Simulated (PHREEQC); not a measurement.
A solution holds 0.016 mol/kgw NaH2PO4, 0.00025 mol/kgw NaOH and 1.6e-06 mol/kgw H4SiO4, at 25 °C and 100 atm. Closed to the air; pH follows from the charge balance.

Computed with PHREEQC (ion-association model, phreeqc.dat).

Each row changes one thing in this solution. No solid was allowed to form.

| case | pH | ionic strength (mol/kgw) | SI of Quartz (SiO2) |
|---|---|---|---|
| as made | 5.22 | 0.0165 | -1.82 |
| diluted 10-fold with water | 5.39 | 0.00166 | -2.83 |
| NaOH from 0.00025 to 0.000275 mol/kgw | 5.26 | 0.0166 | -1.82 |
| NaH2PO4 left out | 10.34 | 0.000250 | -2.50 |
| H4SiO4 from 1.6e-06 to 1.44e-06 mol/kgw | 5.22 | 0.0165 | -1.87 |

Under pressure, the constants of complexes without a molar volume in the database are unreliable.
